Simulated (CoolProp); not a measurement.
Saturation properties of benzene.

Values from CoolProp's reference Helmholtz-energy equation of state, Thol 2012.

```tsv
T (K)	p (MPa)	liquid density (kg/m³)	vapour density (kg/m³)	enthalpy of vaporisation (kJ/kg)	vapour viscosity (µPa s)	liquid conductivity (mW/(m K))
394.1	0.3069	765.8	7.905	361.7	9.81	111
398.2	0.3381	760.9	8.667	[?]	9.91	110
402.4	0.3725	755.7	9.506	354.7	10.0	109
406.5	0.4085	[?]	10.38	351.2	10.1	[?]
410.6	0.4471	[?]	11.32	347.6	10.2	[?]
414.7	0.4884	740.3	12.33	344.0	10.3	105
418.8	0.5325	[?]	13.41	340.3	10.4	[?]
422.9	0.5794	729.7	14.55	336.6	10.5	103
```

Complete the blanks.


- 398.2, enthalpy of vaporisation (kJ/kg): 358.3
- 406.5, liquid density (kg/m³): 750.6
- 406.5, liquid conductivity (mW/(m K)): 108
- 410.6, liquid density (kg/m³): 745.5
- 410.6, liquid conductivity (mW/(m K)): 107
- 418.8, liquid density (kg/m³): 735.0
- 418.8, liquid conductivity (mW/(m K)): 104

It boils at 353.2 K under 1 atm.

Viscosity comes from a separate model (Avgeri 2014). Thermal conductivity comes from a separate model (Assael 2012).
